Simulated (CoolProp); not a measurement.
Propylene at 298.15 K and 3.55 MPa is throttled through a valve to 1.98 MPa with no heat exchange. Each further row changes one setting.

Model: reference Helmholtz-energy equation of state, Lemmon 2013, in CoolProp.

```json
[
 {"case": "as stated", "temperature change (K)": "+0.0", "final phase": "liquid", "final density (kg/m³)": "___"},
 {"case": "outlet pressure 0.594 MPa", "temperature change (K)": "___", "final phase": "___", "final density (kg/m³)": "___"},
 {"case": "outlet pressure 2.57 MPa", "temperature change (K)": "+0.0", "final phase": "liquid", "final density (kg/m³)": "___"}
]
```

What belongs in the gaps?


- as stated, final density (kg/m³): 509
- outlet pressure 0.594 MPa, temperature change (K): -24.4
- outlet pressure 0.594 MPa, final phase: two-phase, vapour fraction 0.165
- outlet pressure 0.594 MPa, final density (kg/m³): 67.9
- outlet pressure 2.57 MPa, final density (kg/m³): 511
